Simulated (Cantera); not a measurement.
A Cantera script and what it prints.

```python
import numpy as np
import cantera as ct

gas_names = """
    CL CL2 H HCL H2 N NH NH2 NH3 N2 N2H2 N2H4 Pb PbCL PbCL2 PbCL4 Pb2
""".split()
cond_names = """
    NH4CL(a) NH4CL(b) Pb(cr) Pb(L) PbCL2(s) PbCL2(L)
""".split()


def load(file, names, dense=False):
    # The tables refer to 1 bar. Condensed volumes are neglected.
    table = {s.name: s for s in ct.Species.list_from_file(file)}
    out = []
    for n in names:
        d = dict(table[n].input_data)
        d["thermo"] = dict(d["thermo"], **{"reference-pressure": 1e5})
        if dense:
            d["equation-of-state"] = {"model": "constant-volume", "density": "1e6 g/cm^3"}
        out.append(ct.Species.from_dict(d))
    return out


gas = ct.Solution(thermo="ideal-gas", species=load("nasa_gas.yaml", gas_names))
cond = {s.name: ct.Solution(thermo="fixed-stoichiometry", species=[s], name=s.name)
        for s in load("nasa_condensed.yaml", cond_names, dense=True)}
atoms = {
    'PbCl2': {'Pb': 1, 'CL': 2},
    'HCl': {'H': 1, 'CL': 1},
    'N2': {'N': 2},
}
top_T = {}  # K; cautious upper limits of use, not melting points


def equilibrate(T, P, feed):
    n = {}
    for name, mol in feed.items():
        for a, k in atoms[name].items():
            n[a] = n.get(a, 0.0) + k * mol
    gas.TPX = T, P, n
    mass = sum(n.values()) * gas.mean_molecular_weight
    gas.equilibrate("TP")
    valid = [c for c in cond.values() if c.min_temp <= T <= top_T.get(c.name, c.max_temp)]
    mix = ct.Mixture([(gas, mass / gas.mean_molecular_weight)] + [(c, 0.0) for c in valid])
    mix.T, mix.P = T, P
    mix.equilibrate("TP", solver="vcs", rtol=1e-11, max_steps=5000)
    return mix


results = []
feed = {'PbCl2': 1, 'HCl': 0.065, 'N2': 280}  # mol
P = 13332.2  # Pa
for T in [975, 1075, 1175, 1275, 1375, 1475, 1575, 1675, 1775, 1875, 1975, 2075]:
    mix = equilibrate(T, P, feed)
    results.append((T, P, feed, dict(zip(mix.species_names, mix.species_moles))))

top = {s: max(r[3][s] / sum(r[3][g] for g in gas_names) for r in results) for s in gas_names}
cols = sorted((s for s in top if top[s] > 0.001), key=lambda s: -top[s])[:9]
seen = [c for c in cond_names if any(r[3].get(c, 0) > 1e-12 for r in results)]
print("log10 of partial pressures in bar; condensed amounts in mol")
print(f"{'T/K':>10s}" + "".join(f"{s[:9]:>10s}" for s in cols + seen))
for T, P, feed, n in results:
    ng = sum(n[g] for g in gas_names)
    print(f"{T:10.4g}" + "".join(f"{np.log10(max(n[s] / ng * P / 1e5, 1e-99)):10.3f}" for s in cols)
          + "".join(f"{n.get(c, 0):10.4g}" for c in seen))
```

It prints:

```
log10 of partial pressures in bar; condensed amounts in mol
       T/K        N2        CL     PbCL2      PbCL        Pb
       975    -0.877   -10.219    -3.437    -4.157    -5.698
      1075    -0.877    -8.674    -3.439    -4.148    -5.710
      1175    -0.877    -7.392    -3.441    -4.140    -5.718
      1275    -0.877    -6.312    -3.444    -4.132    -5.720
      1375    -0.877    -5.395    -3.446    -4.118    -5.708
      1475    -0.877    -4.634    -3.449    -4.076    -5.634
      1575    -0.877    -4.073    -3.467    -3.951    -5.377
      1675    -0.877    -3.727    -3.548    -3.758    -4.919
      1775    -0.878    -3.502    -3.723    -3.606    -4.448
      1875    -0.878    -3.341    -3.994    -3.546    -4.062
      1975    -0.879    -3.226    -4.359    -3.583    -3.776
      2075    -0.879    -3.145    -4.804    -3.708    -3.585
```

Method: chemical equilibrium by Gibbs-energy minimisation in Cantera with the NASA 1993 tables (ideal gas, pure condensed phases). The tables' values for PbCl4 are old estimates; treat these amounts as uncertain.
